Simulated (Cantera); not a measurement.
## Catalytic combustion on Pt

An isothermal plug-flow reactor at 600 K and 30000 Pa (inlet), inlet velocity 0.9 m/s, active area per volume 3300 1/m; feed H₂ : O₂ : N₂ = 0.0021 : 0.18 : 0.79 (molar parts), equivalence ratio 0.0058.

Computed with Cantera and Deutschmann's 1995 Pt surface mechanism with GRI-Mech 3.0 gas chemistry. Catalytic surfaces can have several steady states; this one follows from the mechanism file's or the stated starting coverage. Mass transfer to the wall is taken as infinitely fast.

```csv
z (m),x H₂,x O₂,x H₂O,θ free Pt,θ O*
0.00015,0.00165,0.185,0.000515,0.0147,0.984
0.00032,0.00130,0.185,0.000866,0.0116,0.987
0.00068,0.000891,0.185,0.00127,0.00805,0.991
0.0015,0.000516,0.184,0.00165,0.00483,0.994
0.0032,0.000266,0.184,0.00190,0.00279,0.997
0.0068,0.000116,0.184,0.00205,0.00173,0.998
0.015,3.26e-5,0.184,0.00213,0.00126,0.998
```
x: gas mole fraction; θ: surface coverage.
